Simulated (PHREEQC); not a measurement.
A solution holds 0.0019 mol/kgw CuSO4, 0.02 mol/kgw HCl and 0.017 mol/kgw KCl, at 25 °C. Closed to the air; pH follows from the charge balance.

The numbers come from PHREEQC with the ion-association model, wateq4f.dat.

```
quantity                  before   after
------------------------  ------  ------
pH                          1.78    2.25
ionic strength (mol/kgw)  0.0423  0.0430
```

**Question.** What was changed between the two runs?
(A) 0.0065 mol/kgw Na2CO3 added
(B) CuSO4 replaced by K2SO4 at the same molality
(C) diluted 2-fold with water
(D) HCl from 0.02 to 0.004 mol/kgw
(E) temperature from 25 to 55 °C

**Answer.** A, 0.0065 mol/kgw Na2CO3 added

No solid was allowed to form.
